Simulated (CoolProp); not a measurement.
Vapour-liquid equilibrium of cyclohexane (1) + ethylbenzene (2) at 0.0176 MPa; x and y are mole fractions of (1).

Model: multi-fluid Helmholtz-energy mixture model, Zhou 2014 and Zhou 2012; pair parameters Bell 2016, in CoolProp.

```
x      bubble temperature (K)  y at the bubble point  dew temperature at overall composition x (K)  liquid density (mol/L)
-----  ----------------------  ---------------------  --------------------------------------------  ----------------------
0.05                    347.1                  0.283                                         353.2                     ___
0.125                   338.4                  0.535                                         351.4                   7.897
0.2                     331.8                  0.679                                           ___                   8.023
0.275                   326.7                    ___                                         347.3                   8.137
0.35                      ___                  0.825                                         345.0                   8.245
0.425                   319.4                  0.865                                         342.5                   8.348
0.5                     316.7                  0.895                                         339.8                   8.447
0.575                   314.4                  0.917                                         336.7                   8.546
0.65                    312.4                  0.936                                         333.3                   8.643
0.725                   310.6                  0.952                                           ___                   8.741
0.8                     309.0                    ___                                         324.4                   8.841
0.875                   307.5                  0.979                                         318.5                   8.942
0.95                    306.0                  0.991                                         310.8                   9.047
```

Question: Complete the blanks.

Answer: 
- 0.05, liquid density (mol/L): 7.757
- 0.2, dew temperature at overall composition x (K): 349.4
- 0.275, y at the bubble point: 0.767
- 0.35, bubble temperature (K): 322.6
- 0.725, dew temperature at overall composition x (K): 329.2
- 0.8, y at the bubble point: 0.966

No azeotrope shows between x = 0.05 and 0.95.

Pair parameters are fitted to limited data, so mixtures are less certain than the pure fluids.
